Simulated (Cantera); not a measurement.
Cantera run, input and output.

```python
import numpy as np
import cantera as ct

gas = ct.Solution("gri30.yaml")
gas.TPX = 450, 1000000, {'CH4': 1, 'O2': 1.25, 'N2': 4.7}
inlet = ct.Reservoir(gas, clone=True)
gas.equilibrate("HP")  # start burning
reactor = ct.IdealGasConstPressureReactor(gas, energy="on", clone=False)
exhaust = ct.Reservoir(gas, clone=True)
tau = [0.32, 0.11, 0.036, 0.012, 0.0041, 0.0014, 0.00046, 0.00016, 5.2e-05][0]
for a, b in ((inlet, reactor), (reactor, exhaust)):
    ct.MassFlowController(a, b, mdot=lambda t: reactor.mass / tau)
net = ct.ReactorNet([reactor])
show = ['CH4', 'O2', 'CO2', 'CO', 'CH2O', 'HO2', 'CH2CO']

rows = []
print(f"{'tau/s':>10s}{'T/K':>9s}" + "".join(f"{s:>11s}" for s in show))
for tau in [0.32, 0.11, 0.036, 0.012, 0.0041, 0.0014, 0.00046, 0.00016, 5.2e-05]:
    net.initial_time = 0.0
    net.advance(30 * tau)
    before = gas.X
    net.advance(40 * tau)
    drift = np.max(np.abs(gas.X - before) / (gas.X + 1e-9))
    rows.append([gas.T, *gas[show].X, drift])
    print(f"{tau:10.3e}{gas.T:9.1f}" + "".join(f"{x:11.3e}" for x in gas[show].X))
```

Result:

```
     tau/s      T/K        CH4         O2        CO2         CO       CH2O        HO2      CH2CO
 3.200e-01   1946.1  1.270e-03  2.925e-05  3.559e-02  9.287e-02  8.218e-07  1.267e-08  7.727e-07
 1.100e-01   1953.0  2.430e-03  8.001e-05  3.633e-02  9.021e-02  1.824e-06  3.461e-08  2.384e-06
 3.600e-02   1962.7  4.124e-03  2.232e-04  3.755e-02  8.553e-02  4.095e-06  9.658e-08  6.772e-06
 1.200e-02   1971.9  6.201e-03  5.968e-04  3.895e-02  7.962e-02  9.055e-06  2.616e-07  1.684e-05
 4.100e-03   1975.7  8.610e-03  1.528e-03  3.990e-02  7.395e-02  1.988e-05  7.016e-07  3.845e-05
 1.400e-03   1964.3  1.162e-02  3.885e-03  3.937e-02  6.992e-02  4.499e-05  2.015e-06  8.685e-05
 4.600e-04   1902.6  1.698e-02  1.132e-02  3.471e-02  6.870e-02  1.251e-04  7.865e-06  2.289e-04
 1.600e-04    450.0  1.439e-01  1.799e-01  7.046e-17  1.474e-16  5.729e-18  9.714e-20  1.899e-18
 5.200e-05    450.0  1.439e-01  1.799e-01  1.313e-19  2.748e-19  1.068e-20  1.928e-22  3.541e-21
```

Detailed kinetics in Cantera: GRI-Mech 3.0 (53 species, 325 reactions).
